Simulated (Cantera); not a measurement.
A jet of CH4 : O2 : N2 = 0.035 : 0.13 : 0.79 (molar parts), equivalence ratio 0.54 at 300 K and 0.0622 atm hits a platinum plate 3.9 cm away at a mass flux of 0.046 kg/m²/s; the plate temperature is set and raised in steps from an oxygen-covered start.

Detailed kinetics in Cantera: Deutschmann's 1995 Pt surface mechanism with GRI-Mech 3.0 gas chemistry. Catalytic surfaces can have several steady states; this one follows from the mechanism file's or the stated starting coverage.

x: mole fraction at the wall; θ: surface coverage.

```json
[
 {"plate T (K)": "850", "wall x CH4": "0.0308", "wall x O2": "0.124", "wall x H2O": "0.0111", "wall x OH": "<1e-8", "wall x CO": "8.53e-6", "wall x CO2": "0.00720", "θ free Pt": "0.152", "θ O*": "0.847", "θ OH*": "0.000794"},
 {"plate T (K)": "900", "wall x CH4": "0.0257", "wall x O2": "0.113", "wall x H2O": "0.0206", "wall x OH": "3.31e-8", "wall x CO": "1.02e-5", "wall x CO2": "0.0134", "θ free Pt": "0.219", "θ O*": "0.780", "θ OH*": "0.000993"},
 {"plate T (K)": "950", "wall x CH4": "0.0203", "wall x O2": "0.101", "wall x H2O": "0.0305", "wall x OH": "1.08e-7", "wall x CO": "1.13e-5", "wall x CO2": "0.0199", "θ free Pt": "0.292", "θ O*": "0.707", "θ OH*": "0.00108"},
 {"plate T (K)": "1000", "wall x CH4": "___", "wall x O2": "___", "wall x H2O": "___", "wall x OH": "___", "wall x CO": "1.20e-5", "wall x CO2": "___", "θ free Pt": "___", "θ O*": "___", "θ OH*": "0.00108"},
 {"plate T (K)": "1050", "wall x CH4": "___", "wall x O2": "0.0845", "wall x H2O": "___", "wall x OH": "___", "wall x CO": "1.27e-5", "wall x CO2": "___", "θ free Pt": "___", "θ O*": "___", "θ OH*": "0.00101"}
]
```

Complete the blanks.


- 1000, wall x CH4: 0.0158
- 1000, wall x O2: 0.0917
- 1000, wall x H2O: 0.0389
- 1000, wall x OH: 3.00e-7
- 1000, wall x CO2: 0.0254
- 1000, θ free Pt: 0.367
- 1000, θ O*: 0.632
- 1050, wall x CH4: 0.0124
- 1050, wall x H2O: 0.0451
- 1050, wall x OH: 7.32e-7
- 1050, wall x CO2: 0.0296
- 1050, θ free Pt: 0.441
- 1050, θ O*: 0.558
